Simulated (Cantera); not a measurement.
Charge: 1 mol PbO, 9 mol CO, 0.42 mol H₂, equilibrated at 1 atm.

Method: chemical equilibrium by Gibbs-energy minimisation in Cantera with the NASA 1993 tables (ideal gas, pure condensed phases). Candidate condensed phases: C, C₆H₆, C₇H₈, C₈H₁₈, H₂O, Pb, PbO, PbO₂, Pb₃O₄; 113 gas species. Gases not in the tables: (PbO)n polymers. Equilibrium is a limit: real reactors are often held back by kinetics, nucleation or transport. All values below are at 2175 K.

Base state: CO 0.782, Pb 0.0954, CO₂ 0.0814, H₂ 0.0259, H₂O 0.0140, H 0.000780, PbO 0.000424, OH 5.67e-5 (mole fractions); condensed: gas only.

**Question.** What changes in the equilibrium state with this change: pressure from 1 atm to 0.0110 bar?

**Answer.** 
| species | before | after |
|---|---|---|
| CO | 0.782 | 0.779 |
| Pb | 0.0954 | 0.0952 |
| CO₂ | 0.0814 | 0.0817 |
| H | 0.000780 | 0.00714 |
| H₂ | 0.0259 | 0.0235 |
| H₂O | 0.0140 | 0.0128 |
| O₂ | 2.74e-7 | 2.56e-5 |
| O | 1.20e-6 | 0.000111 |

**Question.** What changes in the equilibrium state with this change: CO from 9 to 16 mol?

**Answer.** 
| species | before | after |
|---|---|---|
| CO | 0.782 | 0.867 |
| Pb | 0.0954 | 0.0572 |
| CO₂ | 0.0814 | 0.0516 |
| H₂O | 0.0140 | 0.00562 |
| H₂ | 0.0259 | 0.0181 |
| PbO | 0.000424 | 0.000145 |
| Pb₂ | 3.27e-5 | 1.18e-5 |
